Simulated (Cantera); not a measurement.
A closed system holds: 1 mol Ti, 3.8 mol CO, 80 mol H₂, held at 1923 K.

Equilibrium computed with Cantera from the NASA thermochemical tables; the gas is ideal and each condensed phase is pure. Candidate condensed phases: C, C₆H₆, C₇H₈, C₈H₁₈, H₂O, Ti, TiC, TiO, TiO₂, Ti₂O₃, Ti₃O₅, Ti₄O₇; 113 gas species. Mutual solubility and eutectic melting of coexisting phases are not modelled. TiC, TiO: taken at fixed stoichiometry. Condensed phases not in the tables: solid solutions among these carbides, nitrides and lower oxides. Equilibrium is a limit: real reactors are often held back by kinetics, nucleation or transport.

At 0.190 bar, list the 4 most abundant gas species with their mole fractions, and the condensed phases.

H₂ 0.958, CO 0.0395, H 0.00212, H₂O 0.000133. Condensed: TiC(s) + TiO(s).
